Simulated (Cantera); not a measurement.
A closed system holds: 1 mol PbO, 17 mol CO, 12 mol H2, at 700 °C and 4.50 mbar.

These are equilibrium values from Cantera (NASA tables, ideal gas, pure condensed phases), not measurements of a reactor. Candidate condensed phases: C, C6H6, C7H8, C8H18, H2O, Pb, PbO, PbO2, Pb3O4; 113 gas species. Equilibrium is a limit: real reactors are often held back by kinetics, nucleation or transport.

Base state: CO 0.561, H2 0.402, CO2 0.0238, H2O 0.0106, Pb 0.00194 (mole fractions); condensed: Pb(l).

Task: What changes in the equilibrium state with this change: H2 from 12 to 0.4 mol?

Result: 
```json
[
 {"species": "CO", "before": "0.561", "after": "0.919"},
 {"species": "CO2", "before": "0.0238", "after": "0.0565"},
 {"species": "H2", "before": "0.402", "after": "0.0221"},
 {"species": "H2O", "before": "0.0106", "after": "0.000843"},
 {"species": "Pb", "before": "0.00194", "after": "0.00194"},
 {"species": "Pb(l), mol", "before": "0.944", "after": "0.966"}
]
```
